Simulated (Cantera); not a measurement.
A Cantera script and what it prints.

```python
import numpy as np
import cantera as ct

gas_names = """
    O3
""".split()
cond_names = """
    Nb(cr) Nb(L) NbO2(I) NbO2(II) NbO2(III) NbO2(L)
""".split()


# ... load() reads the species with a 1 bar reference pressure and builds the phases ...
species = {s.name: s for s in load("nasa_gas.yaml", gas_names) + load("nasa_condensed.yaml", cond_names)}
# Each term lists the table entries of one substance; the one whose range holds T is used.
reactions = {
    '3 Nb + 2 O3(g) = 3 NbO2':
        [(-3, ['Nb(cr)', 'Nb(L)']), (-2, ['O3']), (3, ['NbO2(I)', 'NbO2(II)', 'NbO2(III)', 'NbO2(L)'])],
}


def pick(names, T):
    return next(species[n] for n in names if species[n].thermo.min_temp <= T <= species[n].thermo.max_temp)


results = []
for label, terms in reactions.items():
    print(label)
    print("     T/K   dH/kJ  dS/(J/K)   dG/kJ   log10 K")
    for T in [300, 1573, 1598, 1623, 1648, 1673, 1698]:
        used = [(nu, pick(names, T)) for nu, names in terms]
        dH = sum(nu * s.thermo.h(T) for nu, s in used) / 1e6
        dS = sum(nu * s.thermo.s(T) for nu, s in used) / 1e3
        dG = dH - T * dS / 1e3
        logK = -dG * 1e6 / (ct.gas_constant * T * np.log(10))
        results.append((label, T, dH, dS, dG, logK, [s.name for _, s in used]))
        print(f"{T:8g} {dH:8.1f} {dS:8.1f} {dG:8.1f} {logK:8.2f}")
```

Result:

```
3 Nb + 2 O3(g) = 3 NbO2
     T/K   dH/kJ  dS/(J/K)   dG/kJ   log10 K
     300  -2668.4   -423.8  -2541.3   442.47
    1573  -2597.1   -343.6  -2056.6    68.29
    1598  -2596.2   -343.0  -2048.0    66.94
    1623  -2595.3   -342.5  -2039.5    65.64
    1648  -2594.4   -341.9  -2030.9    64.37
    1673  -2593.6   -341.4  -2022.4    63.14
    1698  -2592.8   -341.0  -2013.9    61.95
```

Cantera with NASA thermochemical tables; ideal gases at 1 bar, condensed phases pure. Condensed species are held in their standard states even where they would react or evaporate.
